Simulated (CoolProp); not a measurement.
Vapour-liquid equilibrium of diethyl ether (1) + acetone (2) at 417.7 K; x and y are mole fractions of (1).

The numbers come from the multi-fluid Helmholtz-energy mixture model, Thol 2014 and Lemmon 2006; pair parameters Bell 2016 in CoolProp.

```
x     bubble pressure, mixture model (MPa)  bubble pressure, Raoult's law (MPa)  y, mixture model  y, Raoult's law
----  ------------------------------------  -----------------------------------  ----------------  ---------------
0.05                                 1.076                                1.055             0.084            0.077
0.15                                 1.175                                1.114             0.230            0.218
0.25                                 1.269                                1.173             0.353            0.345
0.35                                 1.354                                1.232             0.457            0.459
0.45                                 1.428                                1.291             0.548            0.563
0.55                                 1.492                                1.351             0.629            0.659
0.65                                 1.545                                1.410             0.706            0.746
0.75                                 1.585                                1.469             0.781            0.826
0.85                                 1.611                                1.528             0.861            0.899
0.95                                 1.621                                1.587             0.950            0.968
```

The largest gap from Raoult's law is +10.6 % in bubble pressure, at x = 0.45. y crosses x between x = 0.85 and 0.95: the model has an azeotrope there.

Pair parameters are fitted to limited data, so mixtures are less certain than the pure fluids.
